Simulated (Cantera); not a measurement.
A Cantera script and what it prints.

```python
import numpy as np
import cantera as ct

gas_names = """
    H HO2 H2 H2O H2O2 O OH O2 O3
""".split()
cond_names = """
    H2O(s) H2O(L)
""".split()


# ... load() reads the species with a 1 bar reference pressure and builds the phases ...
atoms = {
    'H2O': {'H': 2, 'O': 1},
}
top_T = {}  # K; cautious upper limits of use, not melting points


# ... equilibrate(T, P, feed) seeds the gas with the atoms and calls Mixture.equilibrate('TP', solver="vcs", rtol=1e-11, max_steps=5000) ...
results = []
feed = {'H2O': 1}  # mol
T = 2275  # K
for P in [10, 120, 1400, 17000, 210000, 2500000, 30000000]:
    mix = equilibrate(T, P, feed)
    results.append((T, P, feed, dict(zip(mix.species_names, mix.species_moles))))
    x = sorted(zip(gas.X, gas.species_names), reverse=True)
    print(f"T = {T:g} K  P = {P:g} Pa  gas = {mix.phase_moles(0):.4g} mol")
    print("   x: " + "  ".join(f"{s} {v:.3e}" for v, s in x if v > 1e-05))
    print("   condensed (mol): " + ("  ".join(f"{mix.phase(i).name} {mix.phase_moles(i):.4g}"
          for i in range(1, mix.n_phases) if mix.phase_moles(i) > 1e-12) or "none"))
```

Output:

```
T = 2275 K  P = 10 Pa  gas = 1.68 mol
   x: H 3.311e-01  H2O 2.375e-01  H2 1.521e-01  O 1.202e-01  OH 8.049e-02  O2 7.860e-02
   condensed (mol): none
T = 2275 K  P = 120 Pa  gas = 1.198 mol
   x: H2O 6.233e-01  H2 1.339e-01  H 8.969e-02  OH 6.499e-02  O2 5.820e-02  O 2.986e-02
   condensed (mol): none
T = 2275 K  P = 1400 Pa  gas = 1.067 mol
   x: H2O 8.365e-01  H2 7.347e-02  OH 3.447e-02  O2 2.985e-02  H 1.945e-02  O 6.261e-03
   condensed (mol): none
T = 2275 K  P = 17000 Pa  gas = 1.025 mol
   x: H2O 9.306e-01  H2 3.466e-02  OH 1.602e-02  O2 1.367e-02  H 3.833e-03  O 1.216e-03
   condensed (mol): none
T = 2275 K  P = 210000 Pa  gas = 1.01 mol
   x: H2O 9.704e-01  H2 1.548e-02  OH 7.113e-03  O2 6.029e-03  H 7.290e-04  O 2.297e-04
   condensed (mol): none
T = 2275 K  P = 2.5e+06 Pa  gas = 1.004 mol
   x: H2O 9.871e-01  H2 6.872e-03  OH 3.148e-03  O2 2.660e-03  H 1.408e-04  O 4.423e-05
   condensed (mol): none
T = 2275 K  P = 3e+07 Pa  gas = 1.002 mol
   x: H2O 9.944e-01  H2 3.020e-03  OH 1.381e-03  O2 1.165e-03  H 2.694e-05
   condensed (mol): none
```

Equilibrium computed with Cantera from the NASA thermochemical tables; the gas is ideal and each condensed phase is pure. The ideal-gas law is rough above about 30 bar.
